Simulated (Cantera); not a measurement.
Feed: 1 mol S, 0.042 mol H₂O, 8.3 mol O₂, at 3202 °C and 10.0 mbar.

Method: chemical equilibrium by Gibbs-energy minimisation in Cantera with the NASA 1993 tables (ideal gas, pure condensed phases). Candidate condensed phases: H₂O, H₂SO₄, S; 19 gas species. The numbers say what is thermodynamically allowed, not how fast it happens.

Base state: O 0.898, S 0.0443, O₂ 0.0377, SO 0.0143, H 0.00476, SO₂ 0.000848, OH 0.000235, S₂ 2.77e-5 (mole fractions); condensed: gas only.

Problem. What changes in the equilibrium state with this change: temperature from 3202 °C to 2575 °C?

Solution. 
```tsv
species	before	after
O₂	0.0377	0.459
O	0.898	0.443
SO₂	0.000848	0.0591
S	0.0443	0.00304
SO	0.0143	0.0286
H₂O	7.91e-8	5.01e-5
H₂	7.27e-7	1.94e-5
OH	0.000235	0.00323
S₂	2.77e-5	3.68e-6
```
